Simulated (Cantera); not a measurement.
A Cantera script and its output.

```python
import numpy as np
import cantera as ct

gas = ct.Solution("gri30.yaml")
gas.TPX = 1473, 100000, {'CO': 0.002, 'O2': 0.012, 'H2O': 0.025, 'N2': 1}
inlet = ct.Reservoir(gas, clone=True)

reactor = ct.IdealGasConstPressureReactor(gas, energy="off", clone=False)
exhaust = ct.Reservoir(gas, clone=True)
tau = [6.1, 1.6, 0.4, 0.1, 0.026, 0.0068, 0.0017, 0.00045][0]
for a, b in ((inlet, reactor), (reactor, exhaust)):
    ct.MassFlowController(a, b, mdot=lambda t: reactor.mass / tau)
net = ct.ReactorNet([reactor])
show = ['CO', 'O2', 'H2O', 'NO', 'OH']

rows = []
print(f"{'tau/s':>10s}{'T/K':>9s}" + "".join(f"{s:>11s}" for s in show))
for tau in [6.1, 1.6, 0.4, 0.1, 0.026, 0.0068, 0.0017, 0.00045]:
    net.initial_time = 0.0
    net.advance(30 * tau)
    before = gas.X
    net.advance(40 * tau)
    drift = np.max(np.abs(gas.X - before) / (gas.X + 1e-9))
    rows.append([gas.T, *gas[show].X, drift])
    print(f"{tau:10.3e}{gas.T:9.1f}" + "".join(f"{x:11.3e}" for x in gas[show].X))
```

Output:

```
     tau/s      T/K         CO         O2        H2O         NO         OH
 6.100e+00   1473.0  3.864e-06  1.059e-02  2.407e-02  2.023e-07  2.980e-05
 1.600e+00   1473.0  9.808e-06  1.059e-02  2.406e-02  2.006e-07  4.419e-05
 4.000e-01   1473.0  2.529e-05  1.059e-02  2.404e-02  2.176e-07  6.757e-05
 1.000e-01   1473.0  6.438e-05  1.060e-02  2.401e-02  2.022e-07  1.034e-04
 2.600e-02   1473.0  1.569e-04  1.064e-02  2.396e-02  1.447e-07  1.540e-04
 6.800e-03   1473.0  3.686e-04  1.073e-02  2.387e-02  8.620e-08  2.180e-04
 1.700e-03   1473.0  8.287e-04  1.096e-02  2.378e-02  3.528e-08  2.681e-04
 4.500e-04   1473.0  1.525e-03  1.131e-02  2.387e-02  2.763e-09  1.980e-04
```

Model: GRI-Mech 3.0 (53 species, 325 reactions), integrated in Cantera.
